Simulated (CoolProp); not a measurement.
Properties of carbon monoxide at several states.

Values from CoolProp's reference Helmholtz-energy equation of state, Lemmon 2006. It is a short technical equation, of lower accuracy than the large ones.

| T (K) | p (bar) | phase | speed of sound (m/s) | expansivity (1/kK) |
|---|---|---|---|---|
| 266 | 28.6 | gas | 335.6 | 4.200 |
| 353.2 | 0.566 | gas | 382.9 | 2.834 |
| 112.4 | 109 | liquid | 698.4 | 6.627 |
| 258.3 | 154 | supercritical | 379.1 | 5.507 |
